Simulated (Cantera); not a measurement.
A Cantera script and what it prints.

```python
import numpy as np
import cantera as ct

gas_names = """
    C CO COS CO2 CS CS2 C2 C2O C3 C3O2 C4 C5 Mg MgO MgS Mg2 O O2 O3 S SO SO2 SO3 S2 S2O S8
""".split()
cond_names = """
    C(gr) Mg(cr) Mg(L) MgCO3(s) MgO(s) MgO(L) MgS(s) MgSO4(s) MgSO4(L) S(cr1) S(cr2) S(L)
""".split()


# ... load() reads the species with a 1 bar reference pressure and builds the phases ...
atoms = {
    'MgO': {'Mg': 1, 'O': 1},
    'SO3': {'S': 1, 'O': 3},
    'CO2': {'C': 1, 'O': 2},
}
top_T = {'C(gr)': 4500, 'MgS(s)': 2250}  # K; cautious upper limits of use, not melting points


# ... equilibrate(T, P, feed) seeds the gas with the atoms and calls Mixture.equilibrate('TP', solver="vcs", rtol=1e-11, max_steps=5000) ...
results = []
feed = {'MgO': 1, 'SO3': 0.15, 'CO2': 0.57}  # mol
T = 1050  # K
P = 101325  # Pa
mix = equilibrate(T, P, feed)
results.append((T, P, feed, dict(zip(mix.species_names, mix.species_moles))))
print(gas.report(threshold=0.0001))
for i in range(1, mix.n_phases):
    print(f"{mix.phase(i).name:16s} {mix.phase_moles(i):12.5e} mol")
```

Result:

```
       temperature   1050 K
          pressure   1.0133e+05 Pa
           density   0.51096 kg/m^3
  mean mol. weight   44.024 kg/kmol
   phase of matter   gas

                          1 kg             1 kmol
                     ---------------   ---------------
          enthalpy        -8.111e+06       -3.5708e+08  J
   internal energy       -8.3093e+06       -3.6581e+08  J
           entropy            6177.7        2.7197e+05  J/K
    Gibbs function       -1.4598e+07       -6.4265e+08  J
 heat capacity c_p            1244.7             54796  J/K
 heat capacity c_v            1055.8             46481  J/K

                      mass frac. Y      mole frac. X     chem. pot. / RT
                     ---------------   ---------------   ---------------
               CO2           0.99807           0.99842           -73.633
                O2        0.00037701         0.0005187           -34.252
               SO2         0.0015095         0.0010374           -73.697
     [  +23 minor]         4.469e-05        2.4584e-05

C(gr)             0.00000e+00 mol
Mg(L)             0.00000e+00 mol
MgO(s)            8.50606e-01 mol
MgS(s)            0.00000e+00 mol
MgSO4(s)          1.49394e-01 mol
S(L)              0.00000e+00 mol
```

Equilibrium computed with Cantera from the NASA thermochemical tables; the gas is ideal and each condensed phase is pure. Mutual solubility and eutectic melting of coexisting phases are not modelled.
